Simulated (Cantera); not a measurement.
Charge: 1 mol CH3SiH3, 0.19 mol C2H4, 22 mol H2, held at 750 Torr.

Method: chemical equilibrium by Gibbs-energy minimisation in Cantera with the NASA 1993 tables (ideal gas, pure condensed phases). Candidate condensed phases: C, C6H6, C7H8, C8H18, Si, SiC; 87 gas species. The feed counts by its element totals alone. Gases not in the tables: Si2H6 and higher silanes. Kinetics and transport are ignored. All values below are at 2223 K.

Base state: H2 0.990, H 0.00637, C2H2 (acetylene) 0.00287, CH4 0.000245, Si 5.29e-5, SiH2 3.78e-5, CH3 3.01e-5, SiH 2.23e-5 (mole fractions); condensed: C(graphite) + SiC(s).

Q: What changes in the equilibrium state with this change: CH3SiH3 replaced by SiH4?

A: 
| species | before | after |
|---|---|---|
| H2 | 0.990 | 0.993 |
| H | 0.00637 | 0.00638 |
| Si | 5.29e-5 | 0.000460 |
| C2H2 (acetylene) | 0.00287 | 3.81e-5 |
| SiH2 | 3.78e-5 | 0.000329 |
| SiH | 2.23e-5 | 0.000194 |
| C(graphite), mol | 0.229 | 0 |
| SiC(s), mol | 0.997 | 0.377 |
| Si(l), mol | 0 | 0.597 |
Mutual solubility and eutectic melting of coexisting phases are not modelled.
